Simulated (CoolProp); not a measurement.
A Linde-Hampson liquefier for CF4 (R14): isothermal reversible compression at 320 K from 1 atm to 20 MPa, throttling to 1 atm, return gas leaving the recuperator 2 K below the feed. Each further row changes one setting.

Model: reference Helmholtz-energy equation of state, Platzer 1990, in CoolProp. This equation is an older, rougher fit; its heat capacities, sound speeds and derivatives of the liquid may be far off and weren't checked against measurements.

```
case                        liquid yield per pass  compression work (kJ/kg of gas)
--------------------------  ---------------------  -------------------------------
as stated                                       ?                              148
high pressure 40 MPa                            ?                              169
warm-end temperature 350 K                      ?                              166
warm-end gap 7 K                            0.209                              148
```

Some entries are withheld; supply them.


- as stated, liquid yield per pass: 0.222
- high pressure 40 MPa, liquid yield per pass: 0.249
- warm-end temperature 350 K, liquid yield per pass: 0.167
